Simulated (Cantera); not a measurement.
**Stirred combustor or abatement burner**

A perfectly stirred reactor is fed with CH3OH : O2 : N2 = 1 : 0.833 : 3.13 (molar parts), equivalence ratio 1.8, at 1.01 bar; it is adiabatic with a 600 K inlet, and is followed from long to short residence time, starting on the burning branch (τ in s: 0.04, 0.014, 0.0046, 0.0016, 0.00053, 0.00018, 6.1e-05, 2.1e-05, 7e-06).

Detailed kinetics in Cantera: GRI-Mech 3.0 (53 species, 325 reactions). GRI-Mech 3.0 was tuned for natural gas; its chemistry of methanol as a main component is partial and can be far from experiment.

```
τ (s)    T (K)   x CH3OH      x O2     x CH4    x HCN    x CH2
-------  -----  --------  --------  --------  -------  -------
0.040     1978   3.29e-6   8.59e-5   9.36e-6  1.41e-6  1.81e-7
0.014     1964   6.56e-6  0.000173   1.45e-5  3.63e-6  4.74e-7
0.0046    1947   1.48e-5  0.000375   2.72e-5  8.99e-6  1.28e-6
0.0016    1929   3.53e-5  0.000829   5.84e-5  1.81e-5  3.20e-6
0.00053   1906  0.000100   0.00213  0.000150  2.75e-5  8.18e-6
0.00018   1854  0.000349   0.00655  0.000451  2.17e-5  1.85e-5
6.1e-5     600     0.201     0.168    <1e-12   <1e-12   <1e-12
2.1e-5     600     0.201     0.168    <1e-12   <1e-12   <1e-12
7.0e-6     600     0.201     0.168    <1e-12   <1e-12   <1e-12
```
x: mole fraction; the columns are a selection and need not sum to one.
